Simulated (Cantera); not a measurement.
Input (Python, Cantera) and output of one run.

```python
import numpy as np
import cantera as ct

gas_names = """
    B BF BF2 BF3 BH BHF2 BH2 BH3 BO BOF BOF2 BO2 B2 B2O B2O2 B2O3 B3O3F3 B3O3H3 F FO FO2 F2 F2O H HBO
    HBO2 HF HOF HO2 H2 H2F2 H2O H2O2 H3B3O6 H3F3 H4F4 H5F5 H6F6 H7F7 O OH O2 O3
""".split()
cond_names = """
    B(b) B(L) B2O3(L) B3O3H3(cr) H2O(s) H2O(L)
""".split()


# ... load() reads the species with a 1 bar reference pressure and builds the phases ...
atoms = {
    'BF3': {'B': 1, 'F': 3},
    'O2': {'O': 2},
    'H2': {'H': 2},
}
top_T = {}  # K; cautious upper limits of use, not melting points


# ... equilibrate(T, P, feed) seeds the gas with the atoms and calls Mixture.equilibrate('TP', solver="vcs", rtol=1e-11, max_steps=5000) ...
results = []
feed = {'BF3': 1, 'O2': 2, 'H2': 4.7}  # mol
T = 873  # K
P = 780  # Pa
mix = equilibrate(T, P, feed)
results.append((T, P, feed, dict(zip(mix.species_names, mix.species_moles))))
print(gas.report(threshold=0.0001))
for i in range(1, mix.n_phases):
    print(f"{mix.phase(i).name:16s} {mix.phase_moles(i):12.5e} mol")
```

It prints:

```
       temperature   873 K
          pressure   780 Pa
           density   0.0023726 kg/m^3
  mean mol. weight   22.079 kg/kmol
   phase of matter   gas

                          1 kg             1 kmol
                     ---------------   ---------------
          enthalpy       -1.3461e+07       -2.9721e+08  J
   internal energy        -1.379e+07       -3.0446e+08  J
           entropy             12496         2.759e+05  J/K
    Gibbs function        -2.437e+07       -5.3807e+08  J
 heat capacity c_p            1847.7             40797  J/K
 heat capacity c_v            1471.2             32483  J/K

                      mass frac. Y      mole frac. X     chem. pot. / RT
                     ---------------   ---------------   ---------------
               BF3           0.27107          0.088268           -197.31
            B3O3F3          0.046012         0.0073926           -383.89
                HF           0.19982           0.22052           -66.275
                H2          0.010813           0.11842           -24.166
               H2O           0.45956           0.56324             -63.2
            H3B3O6          0.012672         0.0021285           -374.67
     [  +37 minor]        6.2391e-05        3.0523e-05

B(b)              0.00000e+00 mol
B2O3(L)           1.54611e-01 mol
B3O3H3(cr)        0.00000e+00 mol
```

Cantera equilibrium calculation (NASA polynomials, part measured and part estimated; ideal gas, pure solids and liquids). Gases not in the tables: H3BO3.
